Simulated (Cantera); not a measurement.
A closed system holds: 1 mol Si, 0.55 mol Cl2, 15 mol H2, at 700 °C and 11.0 bar.

Equilibrium computed with Cantera from the NASA thermochemical tables; the gas is ideal and each condensed phase is pure. Candidate condensed phases: Si; 19 gas species. The tables' values for SiCl3 are old estimates; treat these amounts as uncertain. Kinetics and transport are ignored.

Base state: H2 0.975, SiHCl3 0.0130, SiCl4 0.00613, SiH2Cl2 0.00289, HCl 0.00258, SiH3Cl 0.000162, SiCl3 4.84e-5, SiCl2 1.10e-5 (mole fractions); condensed: Si(s).

**Question.** What changes in the equilibrium state with this change: Si replaced by SiCl4?

**Answer.** 
```json
[
 {"species": "H2", "before": "0.975", "after": "0.869"},
 {"species": "HCl", "before": "0.00258", "after": "0.0705"},
 {"species": "SiCl4", "before": "0.00613", "after": "0.0565"},
 {"species": "SiHCl3", "before": "0.0130", "after": "0.00391"},
 {"species": "SiH3Cl", "before": "0.000162", "after": "5.18e-8"},
 {"species": "SiH2Cl2", "before": "0.00289", "after": "2.83e-5"},
 {"species": "SiCl2", "before": "1.10e-5", "after": "1.21e-7"},
 {"species": "SiCl3", "before": "4.84e-5", "after": "1.54e-5"},
 {"species": "Si(s), mol", "before": "0.661", "after": "0"}
]
```
